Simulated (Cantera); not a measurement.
Feed: 1 mol CH₂F₂, 0.35 mol HCl, 4.2 mol H₂, equilibrated at 3152 °C and 0.0133 bar.

Method: chemical equilibrium by Gibbs-energy minimisation in Cantera with the NASA 1993 tables (ideal gas, pure condensed phases). Candidate condensed phases: C, C₆H₆, C₇H₈, C₈H₁₈; 118 gas species. The numbers say what is thermodynamically allowed, not how fast it happens.

Base state: H 0.723, HF 0.128, F 0.0397, C 0.0283, H₂ 0.0283, Cl 0.0280, C₃ 0.0124, C₂ 0.00630 (mole fractions); condensed: gas only.

What changes in the equilibrium state with this change: HCl from 0.35 to 0.15 mol?


| species | before | after |
|---|---|---|
| H | 0.723 | 0.732 |
| HF | 0.128 | 0.133 |
| F | 0.0397 | 0.0407 |
| Cl | 0.0280 | 0.0124 |
| C₃ | 0.0124 | 0.0130 |
| H₂ | 0.0283 | 0.0290 |
| C | 0.0283 | 0.0288 |
| HCl | 0.00165 | 0.000739 |
| C₅ | 3.30e-5 | 3.56e-5 |
| C₄ | 2.66e-5 | 2.83e-5 |
| C₂H₂ (acetylene) | 0.000243 | 0.000257 |
